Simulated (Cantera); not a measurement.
Source: NASA polynomial tables (part measured, part estimated), evaluated in Cantera. Values are per mole of reaction as written; species without (g) are pure solids or liquids, kept so even where they would boil at 1 bar.

B3O3F3(g) ⇌ B2O3(g) + BF3(g), with ΔH° = 393.5 kJ and ΔS° = 195.7 J/K at 300 K.

Task: How far is the shortcut ΔG° ≈ ΔH°(300 K) − T·ΔS°(300 K) from the full temperature-dependent value at 573, 773, 973, 1173, 1373, 1573, 1773, 1973, 2173 K?

Result: 
```tsv
T (K)	shortcut (kJ)	full (kJ)	difference (kJ)	difference in log10 K
573	281.4	281.6	-0.2	0.02
773	242.3	243.4	-1.2	0.08
973	203.1	206.0	-2.9	0.15
1173	164.0	169.2	-5.3	0.23
1373	124.8	133.0	-8.2	0.31
1573	85.7	97.3	-11.6	0.39
1773	46.5	62.0	-15.5	0.46
1973	7.4	27.1	-19.7	0.52
2173	-31.7	-7.4	-24.3	0.59
```
The shortcut ignores the heat-capacity change of the reaction.
